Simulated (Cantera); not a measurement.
# Premixed flame

A freely propagating, adiabatic, planar premixed flame of 25.7 % H₂, 13.8 % O₂, 52.0 % N₂, 8.49 % H₂O, equivalence ratio 0.93, unburnt at 550 K and 1.48 atm; multicomponent transport, grid criteria slope 0.08 and curve 0.16, no radiation.

Computed with Cantera and the H2/O2 subset of GRI-Mech 3.0, which has no nitrogen chemistry. Burning velocities carry a grid error of a few per cent, more on coarse grids.

```csv
z (mm),T (K),u (m/s),x H₂,x O₂,x H₂O,x O,x H,x OH
-0.737,550,4.76,0.257,0.138,0.0849,<1e-8,<1e-8,<1e-8
-0.491,550,4.76,0.257,0.138,0.0849,<1e-8,<1e-8,<1e-8
-0.368,550,4.76,0.257,0.138,0.0849,<1e-8,<1e-8,<1e-8
-0.246,550,4.76,0.257,0.138,0.0849,<1e-8,<1e-8,<1e-8
-0.123,567,4.86,0.248,0.140,0.0867,3.07e-6,1.41e-5,1.02e-5
-0.0614,773,6.43,0.214,0.135,0.108,0.000168,0.00173,0.000721
0,1198,9.66,0.138,0.106,0.180,0.00255,0.0147,0.00247
0.0614,1513,12.0,0.0693,0.0605,0.263,0.00674,0.0284,0.00763
0.123,1681,13.3,0.0436,0.0390,0.300,0.00803,0.0288,0.0119
0.246,1845,14.5,0.0346,0.0298,0.319,0.00698,0.0211,0.0145
0.491,1994,15.5,0.0290,0.0251,0.334,0.00487,0.0129,0.0147
0.982,2117,16.3,0.0223,0.0211,0.349,0.00304,0.00701,0.0134
1.96,2209,16.9,0.0157,0.0179,0.361,0.00176,0.00347,0.0113
```
x: mole fraction of selected species; z is measured from the peak of heat release.

The laminar burning velocity is 476 cm/s and the thermal thickness is 0.246 mm. The peak x(O) comes out as 0.00804 and the peak x(H) is 0.0298. The peak x(OH) is 0.0148. The grid points comes out as 108.
